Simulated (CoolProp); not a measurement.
Nitrogen at 435.33 K and 8.1 MPa flows at 0.69 m/s in a round tube of 6 mm bore and 15 µm roughness, fully developed (64/Re and Nu = 3.66 if laminar; Colebrook and Gnielinski if turbulent). Each further row changes one setting.

Computed with CoolProp (reference Helmholtz-energy equation of state, Span 2000).

```json
[
 {"case": "as stated", "Reynolds number": "[?]", "Darcy friction factor": "[?]", "pressure drop (Pa/m)": "[?]", "heat-transfer coefficient (W/(m² K))": "[?]", "mass flow (kg/h)": "4.26"},
 {"case": "velocity 1.38 m/s", "Reynolds number": "20500", "Darcy friction factor": "[?]", "pressure drop (Pa/m)": "294", "heat-transfer coefficient (W/(m² K))": "[?]", "mass flow (kg/h)": "[?]"},
 {"case": "diameter 12 mm", "Reynolds number": "20500", "Darcy friction factor": "0.0283", "pressure drop (Pa/m)": "34.1", "heat-transfer coefficient (W/(m² K))": "[?]", "mass flow (kg/h)": "17.1"}
]
```

### Question
Some entries are withheld; supply them.

### Answer

- as stated, Reynolds number: 10300
- as stated, Darcy friction factor: 0.0343
- as stated, pressure drop (Pa/m): 82.6
- as stated, heat-transfer coefficient (W/(m² K)): 213
- velocity 1.38 m/s, Darcy friction factor: 0.0305
- velocity 1.38 m/s, heat-transfer coefficient (W/(m² K)): 396
- velocity 1.38 m/s, mass flow (kg/h): 8.53
- diameter 12 mm, heat-transfer coefficient (W/(m² K)): 182

Viscosity comes from a separate model (Lemmon 2004). Thermal conductivity comes from a separate model (Lemmon 2004).
